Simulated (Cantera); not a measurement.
Cantera with NASA thermochemical tables; ideal gases at 1 bar, condensed phases pure. Values are per mole of reaction as written; species without (g) are pure solids or liquids, kept so even where they would boil at 1 bar. TaC: taken at fixed stoichiometry.

**Question.** Between 300 and 2273 K, where is each reaction favourable under standard conditions?
- 3 C + 3 TaO2(g) → 2 O3(g) + 3 TaC
- TaO2(g) → Ta + 2 O(g)

**Answer.** 
- 3 C + 3 TaO2(g) → 2 O3(g) + 3 TaC: ΔG° is 530 kJ at 300 K and 938 kJ at 2273 K; it stays positive (K < 1). ΔH° is 541 kJ and ΔS° -175 J/K at 2273 K.
- TaO2(g) → Ta + 2 O(g): ΔG° is 674 kJ at 300 K and 463 kJ at 2273 K; it stays positive (K < 1). ΔH° is 730 kJ and ΔS° 117 J/K at 2273 K.
